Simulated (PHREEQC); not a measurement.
1.5 g of hydrous ferric oxide (600 m²/g; 0.2 weak and 0.005 strong sites per Fe, Dzombak-Morel constants, diffuse double layer) in 1 kg of water with 0.005 mol/kgw of an inert sodium salt and 3.4e-05 mol/kgw BaCl2 and 7.7e-06 mol/kgw PbCl2, at 25 °C; the pH is set by adding NaOH or the inert anion's acid. Oxygen is held at 0.21 atm. No CO2 enters from the air. No solid was allowed to form.

Model: ion-association model, wateq4f.dat, run in PHREEQC.

```
pH   Ba sorbed (%)  Pb sorbed (%)  surface charge σ (C/m²)
---  -------------  -------------  -----------------------
4              0.0           87.0                    0.191
4.5            0.0           98.0                    0.137
5              0.0           99.7                    0.093
5.5            0.0          100.0                    0.061
6              0.2          100.0                    0.038
6.5            1.2          100.0                    0.023
7              8.7          100.0                    0.013
7.5           39.8          100.0                    0.006
8             81.1          100.0                    0.001
8.5           97.1          100.0                   -0.003
9             99.6          100.0                   -0.009
9.5          100.0          100.0                   -0.017
10           100.0          100.0                   -0.030
```

Species that the database lacks are ignored.
